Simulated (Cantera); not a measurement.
Charge: 1 mol HMDSO, 12 mol O2, a varied amount of N2, equilibrated at 902 °C and 1.00 bar.

Method: chemical equilibrium by Gibbs-energy minimisation in Cantera with the NASA 1993 tables (ideal gas, pure condensed phases). Candidate condensed phases: C, C6H6, C7H8, C8H18, H2O, Si, SiC, SiO2, Si2N2O, Si3N4; 151 gas species. The feed counts by its element totals alone. The tables hold silica as quartz up to 1696 K and as liquid above; real silica turns to tridymite and cristobalite and melts near 1996 K. Kinetics and transport are ignored.

x: gas mole fraction; n: condensed amount in mol.

```tsv
n(N2) (mol)	x N2	x H2O	x CO2	x H2	n SiO2(β-quartz)
4	0.211	0.474	0.316	2.45e-6	2.00
6.3	0.296	0.423	0.282	2.29e-6	2.00
10	0.400	0.360	0.240	?	2.00
16	0.516	0.290	0.194	?	2.00
26	0.634	0.220	0.146	?	2.00
41	0.732	0.161	0.107	?	2.00
65	0.812	0.112	0.0750	?	2.00
100	0.870	0.0783	0.0522	?	2.00
170	0.919	0.0486	0.0324	?	2.00
```

Problem. Complete the blanks.

Solution. 
- 10, x H2: 2.07e-6
- 16, x H2: 1.80e-6
- 26, x H2: 1.51e-6
- 41, x H2: 1.23e-6
- 65, x H2: 9.82e-7
- 100, x H2: 7.79e-7
- 170, x H2: 5.75e-7
